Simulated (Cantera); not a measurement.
Input: 1 mol CO2, 0.15 mol H2O, 1.4 mol H2, 0.0064 mol SO2, equilibrated at 1698.15 K and 0.220 bar.

Cantera equilibrium calculation (NASA polynomials, part measured and part estimated; ideal gas, pure solids and liquids). Candidate condensed phases: C, C6H6, C7H8, C8H18, H2O, H2SO4, S; 123 gas species. Kinetics and transport are ignored.

Base state: H2O 0.345, CO 0.282, H2 0.260, CO2 0.110, H2S 0.00177, SO2 0.000277, H 0.000157, SH 0.000154 (mole fractions); condensed: gas only.

What changes in the equilibrium state with this change: SO2 from 0.0064 to 0.01 mol?


```json
[
 {"species": "H2O", "before": "0.345", "after": "0.347"},
 {"species": "CO", "before": "0.282", "after": "0.281"},
 {"species": "H2", "before": "0.260", "after": "0.258"},
 {"species": "CO2", "before": "0.110", "after": "0.111"},
 {"species": "S2", "before": "8.67e-5", "after": "0.000199"},
 {"species": "SO2", "before": "0.000277", "after": "0.000431"},
 {"species": "SO", "before": "6.26e-5", "after": "9.61e-5"},
 {"species": "COS", "before": "6.59e-5", "after": "9.93e-5"},
 {"species": "SH", "before": "0.000154", "after": "0.000232"}
]
```
